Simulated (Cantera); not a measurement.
## Pyrogenic steam for wet oxidation

An isothermal, constant-pressure homogeneous reactor starts with 37.8 % H2, 27.0 % O2, 35.1 % N2, equivalence ratio 0.70, at 1125 K and 75.0 Torr.

Computed with Cantera and GRI-Mech 3.0 (53 species, 325 reactions). The temperature is held fixed by assumption; the heat of reaction is taken as removed at once.

```tsv
t (s)	x H2	x O2	x NO2	x OH	x H2O
5.00e-6	0.378	0.270	<1e-12	3.19e-11	4.70e-11
1.92e-5	0.378	0.270	<1e-12	2.50e-10	1.42e-9
7.34e-5	0.378	0.270	<1e-12	5.75e-9	8.15e-8
0.000281	0.376	0.269	<1e-12	0.000114	0.00182
0.00108	0.0168	0.107	3.35e-10	0.00403	0.425
0.00413	0.000879	0.100	1.10e-8	0.000646	0.465
0.0158	4.89e-5	0.1000	5.55e-8	0.000159	0.467
0.0606	3.82e-6	0.1000	6.02e-8	5.46e-5	0.467
0.232	5.47e-7	0.1000	3.40e-8	2.32e-5	0.467
0.889	1.14e-7	0.1000	1.75e-8	1.10e-5	0.467
3.41	2.93e-8	0.1000	1.45e-8	5.59e-6	0.467
13.1	1.26e-8	0.1000	2.26e-8	3.48e-6	0.467
50.0	1.13e-8	0.1000	2.52e-8	3.23e-6	0.467
```
x: mole fraction; the columns are a selection and need not sum to one.

Equilibrium at this temperature and pressure: H2 1.13e-8, O2 0.1000, NO2 2.95e-7, OH 3.23e-6, H2O 0.467 (gas phase only).
